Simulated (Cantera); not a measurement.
A freely propagating, adiabatic, planar premixed flame of CH4 : O2 : N2 = 1 : 2 : 7.52 (molar parts), equivalence ratio 1.0, unburnt at 523 K and 150000 Pa; mixture-averaged transport, grid criteria slope 0.08 and curve 0.16, no radiation.

Computed with Cantera and GRI-Mech 3.0 (53 species, 325 reactions). Burning velocities carry a grid error of a few per cent, more on coarse grids.

### Question
What does this change do: O2 2 to 2.6 parts?

### Answer
```json
[
 {"quantity": "laminar burning velocity", "before": "88.5 cm/s", "after": "105 cm/s"},
 {"quantity": "thermal thickness", "before": "0.257 mm", "after": "0.220 mm"},
 {"quantity": "peak x(C2H6)", "before": "0.000999", "after": "0.000744"},
 {"quantity": "peak x(HCO)", "before": "5.34e-5", "after": "5.62e-5"}
]
```
